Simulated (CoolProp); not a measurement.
Vapour-liquid equilibrium of R152A (1) + n-pentane (2) at 269.8 K; x and y are mole fractions of (1).

Model: multi-fluid Helmholtz-energy mixture model, Outcalt 1996 and Thol 2019; pair parameters Bell 2016, in CoolProp.

```tsv
x	bubble pressure, mixture model (bar)	bubble pressure, Raoult's law (bar)	y, mixture model	y, Raoult's law
0.05	0.6666	0.3159	0.693	0.370
0.2	1.489	0.6349	0.872	0.736
0.35	1.821	0.9540	0.902	0.857
0.5	1.951	1.273	0.913	0.918
0.65	2.031	1.592	0.921	0.954
0.8	2.134	1.911	0.937	0.978
0.95	2.282	2.230	0.976	0.995
```

The largest gap from Raoult's law is +134.5 % in bubble pressure, at x = 0.2. No azeotrope shows between x = 0.05 and 0.95.

Pair parameters are fitted to limited data, so mixtures are less certain than the pure fluids. With so large a gap from Raoult's law the liquid may split in two, which this calculation doesn't test in full.
